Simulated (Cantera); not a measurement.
Transport properties of process gases

Gas mixture: H2O : O2 = 0.087 : 0.98 (molar parts), at 0.00470 bar, frozen composition.

Cantera's kinetic-theory transport with the Lennard-Jones parameters of GRI-Mech 3.0, ideal gas; thermal conductivity in the mixture-averaged form. Polar gases are described roughly by these parameters.

| T (K) | ρ (kg/m³) | cp (J/kg/K) | μ (µPa s) | λ (mW/m/K) | Pr | D (cm²/s) H2O | D (cm²/s) OH | D (cm²/s) H |
|---|---|---|---|---|---|---|---|---|
| 400 | 0.00436 | 987.1 | 24.7 | 34.1 | 0.715 | 86.1 | 116 | 460 |
| 650 | 0.00268 | 1066 | 35.1 | 52.7 | 0.710 | 213 | 266 | 1070 |
| 900 | 0.00194 | 1128 | 43.9 | 70.0 | 0.708 | 380 | 460 | 1860 |
| 1150 | 0.00152 | 1170 | 51.9 | 86.0 | 0.706 | 582 | 693 | 2810 |
| 1400 | 0.00125 | 1202 | 59.1 | 101 | 0.704 | 815 | 961 | 3900 |
| 1650 | 0.00106 | 1229 | 66.0 | 115 | 0.703 | 1080 | 1260 | 5130 |
D: mixture-averaged diffusion coefficient of that species in the mixture.
